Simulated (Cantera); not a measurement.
A perfectly stirred reactor is fed with CH₄ : CO : O₂ : N₂ : CO₂ = 1 : 0.92 : 3.9 : 14.7 : 0.48 (molar parts), at 5.00 bar; it is adiabatic with a 750 K inlet, and is followed from long to short residence time, starting on the burning branch (τ in s: 0.12, 0.055, 0.025, 0.012, 0.0053, 0.0024, 0.0011, 0.0005, 0.00023, 0.0001, 4.7e-05, 2.2e-05).

Model: GRI-Mech 3.0 (53 species, 325 reactions), integrated in Cantera.

Q: Predict: blow-out, bracketed by the residence times tried; x(CH₄) at τ = 0.120 s; x(CO) at τ = 0.120 s; x(O₂) at τ = 0.120 s; x(CH₄) at τ = 1.10 ms; x(CO) at τ = 1.10 ms; x(O₂) at τ = 1.10 ms; x(C₂H₆) at τ = 1.10 ms; x(CH₂CO) at τ = 1.10 ms.

A: 
* **blow-out, bracketed by the residence times tried**: burning at 47.0 µs, out at 22.0 µs
* **x(CH₄) at τ = 0.120 s**: 9.12e-7
* **x(CO) at τ = 0.120 s**: 0.000593
* **x(O₂) at τ = 0.120 s**: 0.0694
* **x(CH₄) at τ = 1.10 ms**: 4.20e-5
* **x(CO) at τ = 1.10 ms**: 0.00418
* **x(O₂) at τ = 1.10 ms**: 0.0712
* **x(C₂H₆) at τ = 1.10 ms**: 1.11e-9
* **x(CH₂CO) at τ = 1.10 ms**: 1.53e-8
